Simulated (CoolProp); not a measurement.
Octamethylcyclotetrasiloxane (D4) along the isotherm 620 K: fugacity coefficient from the reference equation and from simpler models built on Tc = 586.5 K, pc = 13.47 bar, ω = 0.598; each cubic takes its own stable root.

Computed with CoolProp (reference Helmholtz-energy equation of state, Thol 2015).

```json
[
 {"p (bar)": "1.26", "phase": "gas", "reference": "0.9736"},
 {"p (bar)": "2.53", "phase": "gas", "reference": "0.9473"},
 {"p (bar)": "3.79", "phase": "gas", "reference": "0.9214"},
 {"p (bar)": "5.05", "phase": "gas", "reference": "0.8958"},
 {"p (bar)": "6.32", "phase": "gas", "reference": "0.8702"},
 {"p (bar)": "7.58", "phase": "gas", "reference": "0.8451"},
 {"p (bar)": "8.84", "phase": "gas", "reference": "0.8202"},
 {"p (bar)": "10.1", "phase": "gas", "reference": "0.7955"},
 {"p (bar)": "11.4", "phase": "gas", "reference": "0.7702"},
 {"p (bar)": "12.6", "phase": "gas", "reference": "0.7471"},
 {"p (bar)": "13.9", "phase": "supercritical", "reference": "0.7222"},
 {"p (bar)": "15.2", "phase": "supercritical", "reference": "0.6974"},
 {"p (bar)": "16.4", "phase": "supercritical", "reference": "0.6745"},
 {"p (bar)": "17.7", "phase": "supercritical", "reference": "0.6499"},
 {"p (bar)": "18.9", "phase": "supercritical", "reference": "0.6273"},
 {"p (bar)": "20.2", "phase": "supercritical", "reference": "0.6033"}
]
```

Problem. How far does each simpler model (van der Waals, Redlich-Kwong, Soave-Redlich-Kwong, Peng-Robinson) lie from the reference over these 16 states: mean and median of the absolute difference, and the worst?

Solution. 
- van der Waals: mean 1.0 %, median 1.0 %, worst +1.6 % at 620 K and 11.4 bar
- Redlich-Kwong: mean 0.9 %, median 0.6 %, worst -2.8 % at 620 K and 20.2 bar
- Soave-Redlich-Kwong: mean 1.4 %, median 1.3 %, worst +3.1 % at 620 K and 20.2 bar
- Peng-Robinson: mean 1.2 %, median 1.4 %, worst -1.7 % at 620 K and 16.4 bar
